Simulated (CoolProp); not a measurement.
Computed with CoolProp (reference Helmholtz-energy equation of state, de Reuck 1993).

For methanol, give the phase and the Joule-Thomson coefficient (K/MPa), Prandtl number, fugacity coefficient at -19.35 °C and 0.142 MPa.


- -19.35 °C and 0.142 MPa: liquid; Joule-Thomson coefficient -0.368, Prandtl number 12.8, fugacity coefficient 0.00759

Viscosity comes from a separate model (Xiang 2006). Thermal conductivity comes from a separate model (Sykioti 2013).
